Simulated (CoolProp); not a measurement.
Properties of ethane along the isobar 5.9 MPa (Tc = 32.2 °C, pc = 4.872 MPa, ω = 0.099).

The numbers come from the reference Helmholtz-energy equation of state, Bücker 2006 in CoolProp.

```csv
T (°C),phase,density (kg/m³),Joule-Thomson coefficient (K/MPa),isothermal compressibility (1/MPa),Prandtl number
-23.45,liquid,461.1,-0.09657,[?],2.07
18.25,liquid,[?],0.9112,0.02273,2.31
60.05,supercritical,[?],9.462,0.3338,[?]
101.85,supercritical,73.88,6.350,0.2229,[?]
143.65,supercritical,60.06,4.539,0.1978,0.896
185.45,supercritical,[?],3.401,0.1865,0.841
227.25,supercritical,45.70,[?],0.1801,0.804
268.95,supercritical,41.22,2.083,0.1762,0.777
```

Problem. What belongs in the gaps?

Solution. 
- -23.45, isothermal compressibility (1/MPa): 0.005179
- 18.25, density (kg/m³): 374.2
- 60.05, density (kg/m³): 108.2
- 60.05, Prandtl number: 1.52
- 101.85, Prandtl number: 1.01
- 185.45, density (kg/m³): 51.63
- 227.25, Joule-Thomson coefficient (K/MPa): 2.631

Viscosity comes from a separate model (Friend 1991). Thermal conductivity comes from a separate model (Friend 1991).
